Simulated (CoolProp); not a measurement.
The fluid at 293.15 K and 0.702 MPa flows at 5.2 m/s in a round tube of 100 mm bore and 0.25 µm roughness, fully developed (64/Re and Nu = 3.66 if laminar; Colebrook and Gnielinski if turbulent). The same conditions are run with several fluids, on thermodynamics alone (safety and materials aside).

The numbers come from the reference Helmholtz-energy equation of state of each fluid (methanol: de Reuck 1993; R236EA: Rui 2013; n-octane: Beckmüller 2019; R245fa: Akasaka 2015; R142b: Lemmon 2006) in CoolProp.

```json
[
 {"fluid": "methanol", "Reynolds number": "701000", "Darcy friction factor": "0.0124", "pressure drop (Pa/m)": "1330", "heat-transfer coefficient (W/(m² K))": "6710", "mass flow (kg/h)": "116000"},
 {"fluid": "R236EA", "Reynolds number": "(withheld)", "Darcy friction factor": "0.0106", "pressure drop (Pa/m)": "2070", "heat-transfer coefficient (W/(m² K))": "(withheld)", "mass flow (kg/h)": "212000"},
 {"fluid": "n-octane", "Reynolds number": "(withheld)", "Darcy friction factor": "0.0125", "pressure drop (Pa/m)": "1190", "heat-transfer coefficient (W/(m² K))": "4570", "mass flow (kg/h)": "103000"},
 {"fluid": "R245fa", "Reynolds number": "1670000", "Darcy friction factor": "0.0108", "pressure drop (Pa/m)": "1970", "heat-transfer coefficient (W/(m² K))": "6020", "mass flow (kg/h)": "(withheld)"},
 {"fluid": "R142b", "Reynolds number": "2390000", "Darcy friction factor": "(withheld)", "pressure drop (Pa/m)": "1550", "heat-transfer coefficient (W/(m² K))": "5860", "mass flow (kg/h)": "165000"}
]
```

**Question.** Complete the blanks.

**Answer.** 
- R236EA, Reynolds number: 1810000
- R236EA, heat-transfer coefficient (W/(m² K)): 5870
- n-octane, Reynolds number: 668000
- R245fa, mass flow (kg/h): 199000
- R142b, Darcy friction factor: 0.0102

Transport values come from each fluid's own correlations; those of R236EA, R245fa, R142b are estimates that may be off by 10 % or more.
